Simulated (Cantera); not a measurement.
A Cantera script and what it prints.

```python
import numpy as np
import cantera as ct

gas_names = [...]  # 109 gases of nasa_gas.yaml made of C, Cl, H, Si
cond_names = """
    C(gr) C6H6(L) C7H8(L) C8H18(L),n-octa Si(cr) Si(L) SiC(b)
""".split()


# ... load() reads the species with a 1 bar reference pressure and builds the phases ...
atoms = {
    'CH3SiCl3': {'C': 1, 'H': 3, 'Si': 1, 'CL': 3},
    'C3H8': {'C': 3, 'H': 8},
    'H2': {'H': 2},
}
top_T = {'C(gr)': 4500, 'SiC(b)': 3050}  # K; cautious upper limits of use, not melting points


# ... equilibrate(T, P, feed) seeds the gas with the atoms and calls Mixture.equilibrate('TP', solver="vcs", rtol=1e-11, max_steps=5000) ...
results = []
T = 1748.15  # K
P = 180  # Pa
for m in [0.022, 0.1, 0.19, 0.27, 0.35, 0.43, 0.52, 0.6]:
    feed = {'CH3SiCl3': 1, 'C3H8': m, 'H2': 1600}  # mol
    mix = equilibrate(T, P, feed)
    results.append((T, P, feed, dict(zip(mix.species_names, mix.species_moles))))
    x = sorted(zip(gas.X, gas.species_names), reverse=True)
    print(f"T = {T:g} K  P = {P:g} Pa  n(C3H8) = {m:g} mol  gas = {mix.phase_moles(0):.4g} mol")
    print("   x: " + "  ".join(f"{s} {v:.3e}" for v, s in x if v > 1e-05))
    print("   condensed (mol): " + ("  ".join(f"{mix.phase(i).name} {mix.phase_moles(i):.4g}"
          for i in range(1, mix.n_phases) if mix.phase_moles(i) > 1e-12) or "none"))
```

Output:

```
T = 1748.15 K  P = 180 Pa  n(C3H8) = 0.022 mol  gas = 1607 mol
   x: H2 9.927e-01  H 5.373e-03  HCL 1.858e-03  C2H2,acetylene 3.518e-05  Si 2.731e-05
   condensed (mol): SiC(b) 0.9506
T = 1748.15 K  P = 180 Pa  n(C3H8) = 0.1 mol  gas = 1608 mol
   x: H2 9.926e-01  H 5.373e-03  HCL 1.858e-03  C2H2,acetylene 1.013e-04  Si 1.609e-05
   condensed (mol): SiC(b) 0.9707
T = 1748.15 K  P = 180 Pa  n(C3H8) = 0.19 mol  gas = 1608 mol
   x: H2 9.926e-01  H 5.373e-03  HCL 1.857e-03  C2H2,acetylene 1.122e-04  Si 1.529e-05
   condensed (mol): C(gr) 0.2332  SiC(b) 0.9722
T = 1748.15 K  P = 180 Pa  n(C3H8) = 0.27 mol  gas = 1608 mol
   x: H2 9.926e-01  H 5.373e-03  HCL 1.857e-03  C2H2,acetylene 1.122e-04  Si 1.529e-05
   condensed (mol): C(gr) 0.4731  SiC(b) 0.9722
T = 1748.15 K  P = 180 Pa  n(C3H8) = 0.35 mol  gas = 1609 mol
   x: H2 9.926e-01  H 5.373e-03  HCL 1.856e-03  C2H2,acetylene 1.122e-04  Si 1.529e-05
   condensed (mol): C(gr) 0.713  SiC(b) 0.9722
T = 1748.15 K  P = 180 Pa  n(C3H8) = 0.43 mol  gas = 1609 mol
   x: H2 9.926e-01  H 5.373e-03  HCL 1.856e-03  C2H2,acetylene 1.122e-04  Si 1.529e-05
   condensed (mol): C(gr) 0.953  SiC(b) 0.9722
T = 1748.15 K  P = 180 Pa  n(C3H8) = 0.52 mol  gas = 1609 mol
   x: H2 9.926e-01  H 5.373e-03  HCL 1.856e-03  C2H2,acetylene 1.122e-04  Si 1.529e-05
   condensed (mol): C(gr) 1.223  SiC(b) 0.9721
T = 1748.15 K  P = 180 Pa  n(C3H8) = 0.6 mol  gas = 1610 mol
   x: H2 9.926e-01  H 5.373e-03  HCL 1.855e-03  C2H2,acetylene 1.122e-04  Si 1.529e-05
   condensed (mol): C(gr) 1.463  SiC(b) 0.9721
```

Cantera equilibrium calculation (NASA polynomials, part measured and part estimated; ideal gas, pure solids and liquids). The feed counts by its element totals alone.
